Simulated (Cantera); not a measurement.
A closed system holds: 1 mol Si3N4, 0.24 mol H2O, 68 mol H2, held at 875 °C and 0.133 bar.

These are equilibrium values from Cantera (NASA tables, ideal gas, pure condensed phases), not measurements of a reactor. Candidate condensed phases: H2O, Si, SiO2, Si2N2O, Si3N4; 35 gas species. Mutual solubility and eutectic melting of coexisting phases are not modelled. Equilibrium is a limit: real reactors are often held back by kinetics, nucleation or transport.

**Question.** What is the equilibrium state?

**Answer.** x(H2): 0.999
x(N2): 0.00117
x(NH3): 1.12e-6
n(Si2N2O(s)): 0.240 mol
n(Si3N4(s)): 0.840 mol
gas amount: 68.32 mol
log10 activity of Si(s) (absent): -2.98
